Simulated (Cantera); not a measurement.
## Stirred combustor or abatement burner

A perfectly stirred reactor is fed with H2 : O2 : N2 = 1 : 0.333 : 1.25 (molar parts), equivalence ratio 1.5, at 7.99 atm; it is adiabatic with a 650 K inlet, and is followed from long to short residence time, starting on the burning branch (τ in s: 0.48, 0.21, 0.094, 0.041, 0.018, 0.0081, 0.0036, 0.0016, 0.0007, 0.00031, 0.00014, 6e-05, 2.6e-05).

Detailed kinetics in Cantera: GRI-Mech 3.0 (53 species, 325 reactions). The hydrogen kinetics of GRI-Mech 3.0 are dated; newer H2 mechanisms differ, most at raised pressure.

| τ (s) | T (K) | x H2 | x O2 | x O | x OH | x H2O2 |
|---|---|---|---|---|---|---|
| 0.48 | 2521 | 0.147 | 2.19e-5 | 2.64e-5 | 0.00158 | 2.86e-8 |
| 0.21 | 2521 | 0.147 | 2.26e-5 | 2.65e-5 | 0.00158 | 2.88e-8 |
| 0.094 | 2521 | 0.147 | 2.39e-5 | 2.67e-5 | 0.00159 | 2.92e-8 |
| 0.041 | 2520 | 0.147 | 2.71e-5 | 2.73e-5 | 0.00161 | 3.02e-8 |
| 0.018 | 2519 | 0.147 | 3.41e-5 | 2.85e-5 | 0.00164 | 3.24e-8 |
| 0.0081 | 2518 | 0.147 | 4.86e-5 | 3.13e-5 | 0.00172 | 3.70e-8 |
| 0.0036 | 2514 | 0.147 | 7.84e-5 | 3.76e-5 | 0.00187 | 4.70e-8 |
| 0.0016 | 2508 | 0.147 | 0.000135 | 5.14e-5 | 0.00217 | 6.78e-8 |
| 0.00070 | 2495 | 0.146 | 0.000238 | 8.21e-5 | 0.00271 | 1.10e-7 |
| 0.00031 | 2474 | 0.146 | 0.000414 | 0.000146 | 0.00354 | 1.84e-7 |
| 0.00014 | 2443 | 0.145 | 0.000708 | 0.000269 | 0.00467 | 2.98e-7 |
| 6.0e-5 | 2394 | 0.144 | 0.00125 | 0.000519 | 0.00619 | 4.70e-7 |
| 2.6e-5 | 2325 | 0.143 | 0.00219 | 0.000963 | 0.00790 | 6.95e-7 |
x: mole fraction; the columns are a selection and need not sum to one.
